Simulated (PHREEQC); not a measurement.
2.7 g of hydrous ferric oxide (600 m²/g; 0.2 weak and 0.005 strong sites per Fe, Dzombak-Morel constants, diffuse double layer) in 1 kg of water with 0.01 mol/kgw of an inert sodium salt and 1.3e-05 mol/kgw Na2SeO3, at 25 °C; the pH is set by adding NaOH or the inert anion's acid. The system is closed to oxygen. CO2 from the air is kept out. No solid was allowed to form.

Equilibrium calculation in PHREEQC: ion-association model, wateq4f.dat.

Task: Predict surface charge σ (C/m²), surface potential ψ (mV) at pH = 5.5, 5.88, 7.75, 8.88.

Result: 
| pH | surface charge σ (C/m²) | surface potential ψ (mV) |
|---|---|---|
| 5.5 | 0.078 | 132 |
| 5.88 | 0.056 | 115 |
| 7.75 | 0.005 | 20 |
| 8.88 | -0.011 | -43 |

Species that the database lacks are ignored. The database's selenite sorption wasn't checked against measurements; a fall in acid may be a fault of its surface constants.
